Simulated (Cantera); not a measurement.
Mixture: 20.9 % CO, 14.4 % H2, 1.72 % CH4, 10.6 % O2, 39.8 % N2, 12.6 % H2O, at 0.987 atm, adiabatic and at constant pressure. Ignition delay is the time to a rise of 400 K.

Computed with Cantera and GRI-Mech 3.0 (53 species, 325 reactions). Where the delays flatten at high temperature, the 400 K rule measures the pace of heat release, not the induction time.

Predict: delay at 1050 K; delay at 1150 K; delay at 1250 K; delay at 1350 K; delay at 1450 K; apparent activation energy between 1350 and 1450 K.


```
Property                                               Result
--------------------------------------------------  ---------
delay at 1050 K                                      0.996 ms
delay at 1150 K                                      0.229 ms
delay at 1250 K                                       99.3 µs
delay at 1350 K                                       56.5 µs
delay at 1450 K                                       37.5 µs
apparent activation energy between 1350 and 1450 K  67 kJ/mol
```
